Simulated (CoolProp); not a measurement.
The fluid at 293.15 K and 0.00578 MPa is throttled through a valve to 0.00208 MPa with no heat exchange. The same conditions are run with several fluids, on thermodynamics alone (safety and materials aside).

Computed with CoolProp (reference Helmholtz-energy equation of state of each fluid (cyclohexane: Zhou 2014; sulfur dioxide: Gao 2016; n-butane: Bücker 2006; R13: Platzer 1990; propyne: Polt 1992)). The equations of Platzer and Polt are older, rougher fits.

```csv
fluid,temperature change (K),final density (kg/m³)
cyclohexane,-0.2,(withheld)
sulfur dioxide,-0.2,(withheld)
n-butane,-0.1,(withheld)
R13,(withheld),(withheld)
propyne,-0.1,(withheld)
```

Problem. Fill in the missing entries.

Solution. 
- cyclohexane, final density (kg/m³): 0.0720
- sulfur dioxide, final density (kg/m³): 0.0547
- n-butane, final density (kg/m³): 0.0496
- R13, temperature change (K): -0.0
- R13, final density (kg/m³): 0.0892
- propyne, final density (kg/m³): 0.0342
